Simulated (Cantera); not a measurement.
A perfectly stirred reactor is fed with 9.51 % CH4, 19.0 % O2, 71.5 % N2, equivalence ratio 1.0, at 1130 Torr; it is adiabatic with a 475 K inlet, and is followed from long to short residence time, starting on the burning branch (τ in s: 0.065, 0.028, 0.012, 0.0053, 0.0023, 0.001, 0.00044, 0.00019, 8.3e-05, 3.6e-05, 1.6e-05, 6.8e-06).

Detailed kinetics in Cantera: GRI-Mech 3.0 (53 species, 325 reactions).

x: mole fraction; the columns are a selection and need not sum to one.

```tsv
τ (s)	T (K)	x CH4	x O2	x NO	x H2O2	x C2H	x HCO
0.065	2312	3.14e-6	0.00684	0.00151	8.86e-8	3.84e-12	3.00e-8
0.028	2301	6.47e-6	0.00763	0.00110	9.65e-8	1.46e-11	6.68e-8
0.012	2280	1.27e-5	0.00885	0.000766	1.10e-7	4.70e-11	1.52e-7
0.0053	2249	2.32e-5	0.0105	0.000536	1.30e-7	1.21e-10	3.35e-7
0.0023	2206	4.24e-5	0.0126	0.000368	1.61e-7	2.83e-10	7.50e-7
0.0010	2151	7.84e-5	0.0152	0.000248	2.07e-7	6.30e-10	1.66e-6
0.00044	2088	0.000150	0.0182	0.000164	2.69e-7	[?]	3.62e-6
0.00019	2016	0.000315	0.0219	0.000104	3.57e-7	[?]	8.03e-6
8.3e-5	1936	0.000753	0.0273	6.18e-5	4.76e-7	[?]	1.80e-5
3.6e-5	475	0.0951	0.190	<1e-12	<1e-12	<1e-12	<1e-12
1.6e-5	475	0.0951	0.190	<1e-12	<1e-12	<1e-12	<1e-12
6.8e-6	475	0.0951	0.190	<1e-12	<1e-12	<1e-12	<1e-12
```

### Question
Fill in the missing entries.

### Answer

- 0.00044, x C2H: 1.43e-9
- 0.00019, x C2H: 3.68e-9
- 8.3e-5, x C2H: 1.13e-8
